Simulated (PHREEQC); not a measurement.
**Metal-bearing waste water**

Consider water at 25 °C with 0.016 mol Al2(SO4)3, 0.018 mol CuCl2, 0.037 mol NaHCO3 and 0.69 mol NaCl per kg of water. Closed to the air; pH follows from the charge balance.

Model: ion-association model, wateq4f.dat, run in PHREEQC.

This is a speciation only: nothing precipitates in the calculation.

Problem. Estimate the pH.

Solution. pH 5.55.

Problem. In which forms is Na present?

Solution. Na+ 98 %, NaSO4- 1.9 % of the Na.

Examples of supersaturated solids here: Basaluminite, Atacamite. Others may be too. Caution: at this ionic strength the ion-association model is outside its range; a Pitzer model would be the better tool where its parameters exist.
